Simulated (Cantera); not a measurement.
Cantera run:

```python
import numpy as np
import cantera as ct

gas_names = """
    AL ALN ALO ALO2 AL2 AL2O AL2O2 N NO NO2 NO3 N2 N2O O O2 O3
""".split()
cond_names = """
    AL(cr) AL(L) ALN(s) AL2O3(a) AL2O3(L)
""".split()


# ... load() reads the species with a 1 bar reference pressure and builds the phases ...
atoms = {
    'AlN': {'AL': 1, 'N': 1},
    'O2': {'O': 2},
    'N2': {'N': 2},
}
top_T = {'ALN(s)': 2750}  # K; cautious upper limits of use, not melting points


# ... equilibrate(T, P, feed) seeds the gas with the atoms and calls Mixture.equilibrate('TP', solver="vcs", rtol=1e-11, max_steps=5000) ...
results = []
feed = {'AlN': 1, 'O2': 0.15, 'N2': 1.3}  # mol
T = 823.15  # K
P = 620  # Pa
mix = equilibrate(T, P, feed)
results.append((T, P, feed, dict(zip(mix.species_names, mix.species_moles))))
print(gas.report(threshold=1e-05))
for i in range(1, mix.n_phases):
    print(f"{mix.phase(i).name:16s} {mix.phase_moles(i):12.5e} mol")
```

Result:

```
       temperature   823.15 K
          pressure   620 Pa
           density   0.0025378 kg/m^3
  mean mol. weight   28.014 kg/kmol
   phase of matter   gas

                          1 kg             1 kmol
                     ---------------   ---------------
          enthalpy        5.6308e+05        1.5774e+07  J
   internal energy        3.1877e+05        8.9301e+06  J
           entropy            9430.3        2.6418e+05  J/K
    Gibbs function       -7.1995e+06       -2.0169e+08  J
 heat capacity c_p            1127.8             31594  J/K
 heat capacity c_v            830.99             23279  J/K

                      mass frac. Y      mole frac. X     chem. pot. / RT
                     ---------------   ---------------   ---------------
                N2                 1                 1           -29.469
     [  +15 minor]        1.7417e-25        1.7706e-25

AL(cr)            0.00000e+00 mol
ALN(s)            8.00000e-01 mol
AL2O3(a)          1.00000e-01 mol
```

These are equilibrium values from Cantera (NASA tables, ideal gas, pure condensed phases), not measurements of a reactor.
